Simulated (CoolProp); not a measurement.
Vapour-liquid equilibrium of C2F6 (R116) (1) + R134a (2) at -35.25 °C; x and y are mole fractions of (1).

The numbers come from the multi-fluid Helmholtz-energy mixture model, Lemmon 2006 and Tillner-Roth 1994; pair parameters Bell 2016 in CoolProp.

| x | bubble pressure (bar) | y at the bubble point | dew pressure at overall composition x (bar) | liquid density (mol/L) |
|---|---|---|---|---|
| 0.05 | 1.719 | 0.623 | 0.6878 | 13.55 |
| 0.125 | 2.929 | 0.783 | 0.7469 | 13.23 |
| 0.2 | 3.759 | 0.835 | 0.8169 | 12.91 |
| 0.275 | 4.309 | 0.860 | 0.9011 | 12.60 |
| 0.35 | 4.669 | 0.874 | 1.004 | 12.29 |
| 0.425 | 4.910 | 0.883 | 1.134 | 11.99 |
| 0.5 | 5.086 | 0.890 | 1.302 | 11.69 |
| 0.575 | 5.236 | 0.897 | 1.528 | 11.40 |
| 0.65 | 5.386 | 0.904 | 1.848 | 11.13 |
| 0.725 | 5.554 | 0.914 | 2.334 | 10.87 |
| 0.8 | 5.749 | 0.927 | 3.153 | 10.62 |
| 0.875 | 5.973 | 0.946 | 4.689 | 10.40 |
| 0.95 | 6.220 | 0.974 | 6.008 | 10.20 |

No azeotrope shows between x = 0.05 and 0.95.

Pair parameters are fitted to limited data, so mixtures are less certain than the pure fluids. With so large a gap from Raoult's law the liquid may split in two, which this calculation doesn't test in full.
